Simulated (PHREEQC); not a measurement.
Solution (25 °C): 0.04 mol AgF, 0.18 mol KNO3 and 0.48 mol Cu(NO3)2 per kg of water. Closed to the air; pH follows from the charge balance.

The numbers come from PHREEQC with the ion-association model, wateq4f.dat.

No solid was allowed to form.

Question: Order these Ag species by the share of Ag that they hold, largest first: AgF, Ag+, AgNO3.

Answer: Ag+ (83 %), AgNO3 (16 %), AgF (1.3 %)

The pH is 4.40 and the ionic strength 1.61 mol/kgw. Examples of supersaturated solids here: Cu2(OH)3NO3, Tenorite (slow to form). Others may be too. Ionic strength above about 0.7 mol/kgw puts this run outside the model's range.
